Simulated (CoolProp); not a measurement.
Vapour-liquid equilibrium of R125 (1) + R115 (2) at 276.7 K; x and y are mole fractions of (1).

Computed with CoolProp (multi-fluid Helmholtz-energy mixture model, Lemmon 2005 and Lemmon 2016; pair parameters Bell 2016).

```json
[
 {"x": "0.05", "bubble pressure (bar)": "(withheld)", "y at the bubble point": "0.102", "dew pressure at overall composition x (bar)": "5.090", "liquid density (mol/L)": "(withheld)"},
 {"x": "0.2", "bubble pressure (bar)": "6.103", "y at the bubble point": "0.319", "dew pressure at overall composition x (bar)": "5.634", "liquid density (mol/L)": "(withheld)"},
 {"x": "0.35", "bubble pressure (bar)": "6.697", "y at the bubble point": "0.467", "dew pressure at overall composition x (bar)": "6.231", "liquid density (mol/L)": "9.388"},
 {"x": "0.5", "bubble pressure (bar)": "7.117", "y at the bubble point": "0.586", "dew pressure at overall composition x (bar)": "(withheld)", "liquid density (mol/L)": "(withheld)"},
 {"x": "0.65", "bubble pressure (bar)": "7.400", "y at the bubble point": "0.696", "dew pressure at overall composition x (bar)": "7.298", "liquid density (mol/L)": "9.929"},
 {"x": "0.8", "bubble pressure (bar)": "7.550", "y at the bubble point": "0.810", "dew pressure at overall composition x (bar)": "7.543", "liquid density (mol/L)": "10.28"},
 {"x": "0.95", "bubble pressure (bar)": "7.540", "y at the bubble point": "0.946", "dew pressure at overall composition x (bar)": "7.537", "liquid density (mol/L)": "10.70"}
]
```

### Question
Some entries are withheld; supply them.

### Answer

- 0.05, bubble pressure (bar): 5.271
- 0.05, liquid density (mol/L): 9.010
- 0.2, liquid density (mol/L): 9.183
- 0.5, dew pressure at overall composition x (bar): 6.822
- 0.5, liquid density (mol/L): 9.634

y crosses x between x = 0.8 and 0.95: the model has an azeotrope there.

Pair parameters are fitted to limited data, so mixtures are less certain than the pure fluids.
